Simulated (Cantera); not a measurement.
Input (Python, Cantera):

```python
import numpy as np
import cantera as ct

gas = ct.Solution("h2o2.yaml")
gas.TPX = 675, 420000, {'H2': 1, 'O2': 0.847, 'N2': 3.19}
flame = ct.FreeFlame(gas, width=0.015)
flame.set_refine_criteria(ratio=3, slope=0.08, curve=0.16)
flame.transport_model = "mixture-averaged"
flame.solve(loglevel=0, auto=True)
flame.transport_model = "multicomponent"
flame.soret_enabled = False
flame.solve(loglevel=0, refine_grid=True)
z, T = flame.grid, flame.T
thick = (T[-1] - T[0]) / np.gradient(T, z).max()
show = ['H2', 'O2', 'OH', 'H', 'HO2', 'H2O2']
print(f"laminar burning velocity  {flame.velocity[0] * 100:.3f} cm/s")
print(f"burnt temperature         {T[-1]:.1f} K")
print(f"thermal thickness         {thick * 1e3:.4f} mm")
print(f"grid points               {len(z)}")
z0 = z[flame.heat_release_rate.argmax()]
print(f"{'z/mm':>9s}{'T/K':>9s}{'u/(m/s)':>9s}" + "".join(f"{s:>11s}" for s in show))
rows = []
for k in (-3, -2, -1.5, -1, -0.5, -0.25, 0, 0.25, 0.5, 1, 2, 4, 8):
    zz = z0 + k * thick
    rows.append([k * thick, np.interp(zz, z, T), np.interp(zz, z, flame.velocity),
                 *(np.interp(zz, z, flame.X[gas.species_index(s)]) for s in show)])
    print(f"{rows[-1][0] * 1e3:9.3f}{rows[-1][1]:9.1f}{rows[-1][2]:9.3f}" + "".join(f"{x:11.3e}" for x in rows[-1][3:]))
```

Output:

```
laminar burning velocity  405.235 cm/s
burnt temperature         2105.9 K
thermal thickness         0.0739 mm
grid points               108
     z/mm      T/K  u/(m/s)         H2         O2         OH          H        HO2       H2O2
   -0.222    675.0    4.052  1.984e-01  1.682e-01  5.258e-14  7.190e-14  2.683e-09  1.266e-10
   -0.148    675.0    4.050  1.980e-01  1.683e-01  7.365e-12  1.038e-11  8.335e-08  3.991e-09
   -0.111    675.2    4.045  1.967e-01  1.685e-01  1.248e-10  1.926e-10  7.274e-07  3.531e-08
   -0.074    678.0    4.037  1.912e-01  1.696e-01  1.478e-08  5.287e-08  1.889e-05  9.476e-07
   -0.037    763.0    4.409  1.604e-01  1.715e-01  9.805e-05  1.216e-04  6.007e-04  4.315e-05
   -0.018   1021.4    5.747  1.178e-01  1.607e-01  8.890e-04  1.898e-03  5.539e-04  6.771e-05
    0.000   1367.7    7.568  6.523e-02  1.305e-01  3.352e-03  6.967e-03  3.230e-04  2.016e-05
    0.018   1620.9    8.919  2.912e-02  1.000e-01  7.450e-03  9.615e-03  1.903e-04  5.594e-06
    0.037   1766.5    9.691  1.469e-02  8.562e-02  1.011e-02  8.232e-03  1.238e-04  3.318e-06
    0.074   1910.1   10.429  7.304e-03  7.863e-02  1.101e-02  4.427e-03  6.821e-05  1.907e-06
    0.148   2014.5   10.944  3.680e-03  7.723e-02  9.113e-03  1.513e-03  3.193e-05  1.120e-06
    0.296   2071.4   11.217  1.500e-03  7.736e-02  6.240e-03  3.750e-04  1.337e-05  6.600e-07
    0.592   2096.0   11.332  5.587e-04  7.781e-02  3.989e-03  8.555e-05  6.341e-06  4.146e-07
```

Cantera simulation using the H2/O2 subset of GRI-Mech 3.0, which has no nitrogen chemistry; the numbers are that mechanism's predictions, not measurements. The hydrogen kinetics of GRI-Mech 3.0 are dated; newer H2 mechanisms differ, most at raised pressure. Burning velocities carry a grid error of a few per cent, more on coarse grids. Lean hydrogen flames are cellular in practice and burn faster than this planar one.
